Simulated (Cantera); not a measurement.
An isothermal, constant-pressure homogeneous reactor starts with N₂O : O₂ = 1 : 2.4 (molar parts), at 1598 K and 0.987 atm. Integrator tolerance rtol = 1e-08.

Cantera simulation using GRI-Mech 3.0 (53 species, 325 reactions); the numbers are that mechanism's predictions, not measurements. GRI-Mech 3.0 was tuned for natural gas; its chemistry of N2O as a main component is partial and can be far from experiment. The temperature is held fixed by assumption; the heat of reaction is taken as removed at once.

### Question
What does this change do: pressure from 0.987 atm to 0.132 atm?

### Answer
| quantity | before | after |
|---|---|---|
| x(N₂O) at 80.0 s | 7.27e-7 (gas-phase equilibrium 7.02e-8) | 1.33e-6 (gas-phase equilibrium 2.56e-8) |
| x(O₂) at 80.0 s | 0.721 (gas-phase equilibrium 0.743) | 0.710 (gas-phase equilibrium 0.743) |
| x(N₂) at 80.0 s | 0.234 (gas-phase equilibrium 0.255) | 0.223 (gas-phase equilibrium 0.255) |
| x(O) at 80.0 s | 1.21e-5 (gas-phase equilibrium 1.23e-5) | 3.29e-5 (gas-phase equilibrium 3.36e-5) |
| x(NO₂) at 80.0 s | 0.000330 (gas-phase equilibrium 1.57e-5) | 0.000180 (gas-phase equilibrium 5.72e-6) |
| x(NO) at 80.0 s | 0.0441 (gas-phase equilibrium 0.00206) | 0.0665 (gas-phase equilibrium 0.00206) |

### Question
What does this change do: 0.23 parts H2O added?

### Answer
| quantity | before | after |
|---|---|---|
| x(N₂O) at 80.0 s | 7.27e-7 (gas-phase equilibrium 7.02e-8) | 3.93e-7 (gas-phase equilibrium 6.44e-8) |
| x(O₂) at 80.0 s | 0.721 (gas-phase equilibrium 0.743) | 0.684 (gas-phase equilibrium 0.701) |
| x(N₂) at 80.0 s | 0.234 (gas-phase equilibrium 0.255) | 0.224 (gas-phase equilibrium 0.241) |
| x(O) at 80.0 s | 1.21e-5 (gas-phase equilibrium 1.23e-5) | 1.18e-5 (gas-phase equilibrium 1.19e-5) |
| x(NO₂) at 80.0 s | 0.000330 (gas-phase equilibrium 1.57e-5) | 0.000258 (gas-phase equilibrium 1.44e-5) |
| x(NO) at 80.0 s | 0.0441 (gas-phase equilibrium 0.00206) | 0.0354 (gas-phase equilibrium 0.00195) |

### Question
What does this change do: temperature 1598 to 1000 K?

### Answer
```json
[
 {"quantity": "x(N₂O) at 80.0 s", "before": "7.27e-7 (gas-phase equilibrium 7.02e-8)", "after": "0.181 (gas-phase equilibrium 1.58e-9)"},
 {"quantity": "x(O₂) at 80.0 s", "before": "0.721 (gas-phase equilibrium 0.743)", "after": "0.719 (gas-phase equilibrium 0.744)"},
 {"quantity": "x(N₂) at 80.0 s", "before": "0.234 (gas-phase equilibrium 0.255)", "after": "0.0972 (gas-phase equilibrium 0.256)"},
 {"quantity": "x(O) at 80.0 s", "before": "1.21e-5 (gas-phase equilibrium 1.23e-5)", "after": "2.69e-8 (gas-phase equilibrium 1.36e-10)"},
 {"quantity": "x(NO₂) at 80.0 s", "before": "0.000330 (gas-phase equilibrium 1.57e-5)", "after": "6.17e-5 (gas-phase equilibrium 3.41e-6)"},
 {"quantity": "x(NO) at 80.0 s", "before": "0.0441 (gas-phase equilibrium 0.00206)", "after": "0.00354 (gas-phase equilibrium 3.38e-5)"}
]
```
The mechanism lacks the step 2 NO + O2 → 2 NO2, which can matter for NO2 below about 1400 K.
